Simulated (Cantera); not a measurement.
Cantera run, input and output.

```python
import numpy as np
import cantera as ct

gas = ct.Solution("gri30.yaml", transport_model="mixture-averaged")
show = ['CO2', 'H', 'C2H2']

rows = []
print(f"{'T/K':>7s}{'rho':>11s}{'cp':>10s}{'mu':>11s}{'lambda':>11s}{'Pr':>7s}" + "".join(f"{'D_' + s:>11s}" for s in show))
for T in [400, 500, 600, 700, 800, 900, 1000, 1100, 1200]:
    gas.TPX = T, 480, {'CH3OH': 0.61}
    Pr = gas.cp_mass * gas.viscosity / gas.thermal_conductivity
    D = [gas.mix_diff_coeffs_mole[gas.species_index(s)] for s in show]
    rows.append([gas.density, gas.cp_mass, gas.viscosity, gas.thermal_conductivity, Pr, *D])
    print(f"{T:7g}{gas.density:11.4e}{gas.cp_mass:10.1f}{gas.viscosity:11.4e}"
          f"{gas.thermal_conductivity:11.4e}{Pr:7.3f}" + "".join(f"{d:11.4e}" for d in D))
print("SI units: kg/m3, J/kg/K, Pa s, W/m/K, m2/s")
```

Output:

```
    T/K        rho        cp         mu     lambda     Pr      D_CO2        D_H     D_C2H2
    400 4.6245e-03    1604.1 1.3101e-05 2.8202e-02  0.745 3.9944e-03 3.3028e-02 4.2999e-03
    500 3.6996e-03    1857.8 1.6447e-05 4.1126e-02  0.743 6.1553e-03 5.0241e-02 6.6009e-03
    600 3.0830e-03    2101.4 1.9689e-05 5.5467e-02  0.746 8.6928e-03 7.0221e-02 9.2927e-03
    700 2.6426e-03    2314.0 2.2798e-05 7.0521e-02  0.748 1.1574e-02 9.2739e-02 1.2342e-02
    800 2.3123e-03    2490.7 2.5767e-05 8.5885e-02  0.747 1.4774e-02 1.1761e-01 1.5722e-02
    900 2.0553e-03    2642.8 2.8601e-05 1.0132e-01  0.746 1.8272e-02 1.4471e-01 1.9412e-02
   1000 1.8498e-03    2798.1 3.1307e-05 1.1666e-01  0.751 2.2051e-02 1.7390e-01 2.3395e-02
   1100 1.6816e-03    2921.5 3.3897e-05 1.3182e-01  0.751 2.6097e-02 2.0510e-01 2.7656e-02
   1200 1.5415e-03    3031.2 3.6380e-05 1.4673e-01  0.752 3.0398e-02 2.3823e-01 3.2184e-02
SI units: kg/m3, J/kg/K, Pa s, W/m/K, m2/s
```

Detailed kinetics in Cantera: GRI-Mech 3.0 (53 species, 325 reactions). Polar gases are described roughly by these parameters. The composition is frozen, though it would react at the higher temperatures.
